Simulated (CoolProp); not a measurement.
Vapour pressure (bar) of hydrogen chloride: the reference equation beside estimates from Tc = 51.5 °C, pc = 83.14 bar, ω = 0.130. Clausius-Clapeyron is anchored at -21.45 °C with a constant enthalpy of vaporisation of 12.98 kJ/mol.

Model: reference Helmholtz-energy equation of state, Thol 2018, in CoolProp.

```csv
T (°C),reference,Lee-Kesler,Clausius-Clapeyron,Redlich-Kwong
-58.95,3.651,3.605,4.771,[?]
-51.45,4.974,4.948,6.106,5.874
-43.95,6.633,6.637,7.688,7.802
-36.45,8.677,[?],9.540,10.15
-28.95,11.16,11.25,11.68,12.96
-21.45,14.13,14.28,14.13,16.28
-13.95,17.66,17.87,16.91,20.14
-6.45,21.80,22.06,[?],24.60
1.05,[?],26.92,[?],29.69
8.55,32.17,32.51,[?],35.45
16.05,38.55,38.91,31.59,41.91
23.55,45.84,46.20,36.21,49.12
```

Problem. Complete the blanks.

Solution. 
- -58.95, Redlich-Kwong: 4.318
- -36.45, Lee-Kesler: 8.722
- -6.45, Clausius-Clapeyron: 20.04
- 1.05, reference: 26.61
- 1.05, Clausius-Clapeyron: 23.51
- 8.55, Clausius-Clapeyron: 27.36

Absolute difference from the reference over all 12 rows, mean and median: Lee-Kesler 0.9 and 1.0 %, Clausius-Clapeyron 13.5 and 13.3 %, Redlich-Kwong 13.9 and 14.6 %.
